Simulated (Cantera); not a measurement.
**Gas-phase reforming**

An isothermal, constant-pressure homogeneous reactor starts with 94.3 % CH4, 5.73 % CO2, at 1673 K and 2700000 Pa.

Cantera simulation using GRI-Mech 3.0 (53 species, 325 reactions); the numbers are that mechanism's predictions, not measurements. GRI-Mech 3.0 stops at C3 and has no aromatics, soot or wall deposition, so with more carbon than oxygen in the feed, carbon stays in small species such as C2H2 where larger ones or solid carbon would form. The pressure lies above the range GRI-Mech 3.0 was tuned for (to about 10 atm).

```tsv
t (s)	x CH4	x CO2	x H	x H2	x HCO
0.000200	0.869	0.0559	1.88e-6	0.0486	3.34e-10
0.000469	0.772	0.0528	3.86e-6	0.119	3.30e-10
0.00110	0.624	0.0464	6.86e-6	0.231	6.62e-10
0.00257	0.464	0.0356	1.06e-5	0.345	2.52e-9
0.00602	0.370	0.0192	1.36e-5	0.401	7.72e-9
0.0141	0.351	0.00499	1.40e-5	0.403	1.29e-8
0.0331	0.348	0.00129	1.40e-5	0.405	1.54e-8
0.0775	0.348	0.00107	1.42e-5	0.411	1.80e-8
0.181	0.348	0.000726	1.43e-5	0.420	2.19e-8
0.425	0.348	0.000253	1.45e-5	0.430	2.57e-8
0.996	0.348	1.99e-5	1.45e-5	0.434	2.73e-8
2.33	0.348	5.55e-7	1.45e-5	0.434	2.74e-8
5.47	0.348	5.09e-7	1.45e-5	0.434	2.74e-8
12.8	0.348	5.09e-7	1.45e-5	0.434	2.74e-8
30.0	0.348	5.09e-7	1.45e-5	0.434	2.74e-8
```
x: mole fraction; the columns are a selection and need not sum to one.

Equilibrium at this temperature and pressure: CH4 0.348, CO2 5.20e-7, H 1.45e-5, H2 0.434, HCO 2.74e-8 (gas phase only).
